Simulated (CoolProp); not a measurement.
1-butene along the isobar 5.8 MPa: fugacity coefficient from the reference equation and from simpler models built on Tc = 419.3 K, pc = 4.006 MPa, ω = 0.192; each cubic takes its own stable root.

Values from CoolProp's reference Helmholtz-energy equation of state, Lemmon 2005. It is a short technical equation, of lower accuracy than the large ones.

```json
[
 {"T (K)": "179.9", "phase": "liquid", "reference": "0.0001083"},
 {"T (K)": "193.7", "phase": "liquid", "reference": "0.0003663"},
 {"T (K)": "207.5", "phase": "liquid", "reference": "0.001026"},
 {"T (K)": "221.3", "phase": "liquid", "reference": "0.002472"},
 {"T (K)": "235.2", "phase": "liquid", "reference": "0.005296"},
 {"T (K)": "249", "phase": "liquid", "reference": "0.01020"},
 {"T (K)": "262.8", "phase": "liquid", "reference": "0.01807"},
 {"T (K)": "276.6", "phase": "liquid", "reference": "0.02985"},
 {"T (K)": "290.4", "phase": "liquid", "reference": "0.04644"},
 {"T (K)": "304.2", "phase": "liquid", "reference": "0.06866"}
]
```

Task: How far does each simpler model (Soave-Redlich-Kwong, Peng-Robinson) lie from the reference over these 10 states: mean and median of the absolute difference, and the worst?

Result: 
- Soave-Redlich-Kwong: mean 1.5 %, median 1.3 %, worst +3.1 % at 304.2 K and 5.8 MPa
- Peng-Robinson: mean 3.1 %, median 0.9 %, worst +12.7 % at 179.9 K and 5.8 MPa
